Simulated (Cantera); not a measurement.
Charge: 1 mol C₂H₄, 0.17 mol CO₂, 0.62 mol H₂, equilibrated at 2102 °C and 48.0 mbar.

These are equilibrium values from Cantera (NASA tables, ideal gas, pure condensed phases), not measurements of a reactor. Candidate condensed phases: C, C₆H₆, C₇H₈, C₈H₁₈, H₂O; 110 gas species. Kinetics and transport are ignored.

Base state: H₂ 0.825, CO 0.112, H 0.0585, C₂H₂ (acetylene) 0.00512, C₂H 1.97e-5, C₄H₂ 1.31e-5 (mole fractions); condensed: C(graphite).

What changes in the equilibrium state with this change: temperature from 2102 °C to 750 °C?


```tsv
species	before	after
H₂	0.825	0.882
CO	0.112	0.114
CH₄	6.07e-6	0.00280
H	0.0585	1.78e-8
C₂H₂ (acetylene)	0.00512	1.86e-9
CO₂	3.45e-9	0.000221
C₂H	1.97e-5	<1e-9
C₄H₂	1.31e-5	<1e-9
H₂O	1.49e-7	0.00131
C(graphite), mol	1.80	1.83
```
